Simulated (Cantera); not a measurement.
Charge: 1 mol SiH4, 0.82 mol HCl, 15 mol H2, 0.16 mol C3H8, equilibrated at 10.0 mbar.

Method: chemical equilibrium by Gibbs-energy minimisation in Cantera with the NASA 1993 tables (ideal gas, pure condensed phases). Candidate condensed phases: C, C6H6, C7H8, C8H18, Si, SiC; 109 gas species. Mutual solubility and eutectic melting of coexisting phases are not modelled. The tables' values for SiCl3 are old estimates; treat these amounts as uncertain. The numbers say what is thermodynamically allowed, not how fast it happens. All values below are at 1573 K.

Base state: H2 0.960, HCl 0.0354, SiCl2 0.00443, H 0.000398, SiCl3 2.55e-5, Cl 1.17e-5 (mole fractions); condensed: Si(s) + SiC(s).

Q: What changes in the equilibrium state with this change: C3H8 from 0.16 to 0.71 mol?

A: 
```csv
species,before,after
H2,0.960,0.960
HCl,0.0354,0.0396
H,0.000398,0.000398
SiCl2,0.00443,5.28e-5
C2H2 (acetylene),1.81e-9,1.98e-5
CH4,1.62e-7,1.69e-5
SiCl3,2.55e-5,3.40e-7
Cl,1.17e-5,1.30e-5
"Si(s), mol",0.437,0
"SiC(s), mol",0.480,0.999
"C(graphite), mol",0,1.13
```

Q: What changes in the equilibrium state with this change: H2 from 15 to 1200 mol?

A: 
| species | before | after |
|---|---|---|
| H2 | 0.960 | 0.999 |
| HCl | 0.0354 | 0.000678 |
| H | 0.000398 | 0.000406 |
| SiCl2 | 0.00443 | 1.56e-6 |
| SiCl3 | 2.55e-5 | <1e-9 |
| Cl | 1.17e-5 | 2.19e-7 |
| Si(s), mol | 0.437 | 0.505 |
| SiC(s), mol | 0.480 | 0.480 |
